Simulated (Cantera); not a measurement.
Input: 1 mol CH3F, 0.026 mol CH4, 5.3 mol H2, at 0.100 bar.

Equilibrium computed with Cantera from the NASA thermochemical tables; the gas is ideal and each condensed phase is pure. Candidate condensed phases: C, C6H6, C7H8, C8H18; 110 gas species. Ions and electrons are included (thermal ionisation). Rates play no part.

x: gas mole fraction; n: condensed amount in mol.

```csv
T (°C),x H,x H2,x HF,x C,x F,x C2H2 (acetylene),x C3,n C(graphite)
1727,0.00477,0.859,0.136,3.04e-10,3.10e-7,0.000660,2.77e-10,1.02
2227,0.0706,0.789,0.131,1.66e-6,2.45e-5,0.00854,4.97e-6,0.893
2727,?,?,?,?,?,?,?,?
3227,0.727,0.151,0.0764,0.0107,0.00494,0.00425,0.0138,0
3727,0.847,0.0282,0.0393,0.0456,0.0285,8.16e-5,0.00331,0
4227,0.865,?,?,0.0627,?,?,?,0
4727,0.869,0.00183,0.00233,0.0647,0.0614,7.88e-9,2.94e-6,0
```

**Question.** What belongs in the gaps?

**Answer.** 
- 4227, x H2: 0.00625
- 4227, x HF: 0.0102
- 4227, x F: 0.0541
- 4227, x C2H2 (acetylene): 6.21e-7
- 4227, x C3: 9.70e-5
- 2727, x H: 0.352
- 2727, x H2: 0.497
- 2727, x HF: 0.111
- 2727, x C: 0.000507
- 2727, x F: 0.000485
- 2727, x C2H2 (acetylene): 0.0309
- 2727, x C3: 0.00312
- 2727, n C(graphite): 0.272
